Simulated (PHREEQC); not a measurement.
Solution (11 °C): 0.00062 mol/kgw H2S, 0.0021 mol/kgw NH4HCO3 and 0.26 mol/kgw NaHF2. Closed to the air; pH follows from the charge balance.

Computed with PHREEQC (ion-association model, phreeqc.dat).

pH: 2.88
ionic strength: 0.253 mol/kgw
activity of water: 0.988
density: 1.012 g/cm³
total alkalinity: -258 meq/kg

```json
[
 {"species": "Na+", "molality": "0.249", "activity": "0.185", "log γ": "-0.129"},
 {"species": "HF", "molality": "0.166", "activity": "0.176", "log γ": "0.025"},
 {"species": "F-", "molality": "0.163", "activity": "0.113", "log γ": "-0.159"},
 {"species": "HF2-", "molality": "0.0898", "activity": "0.0667", "log γ": "-0.129"},
 {"species": "NaF", "molality": "0.0113", "activity": "0.0120", "log γ": "0.025"},
 {"species": "NH4+", "molality": "0.00210", "activity": "0.00139", "log γ": "-0.178"}
]
```

Precipitation was switched off in this run. Species that the database lacks are ignored. Away from 25 °C the constants follow the database's enthalpies or fits; those with neither stay at their 25 °C values.
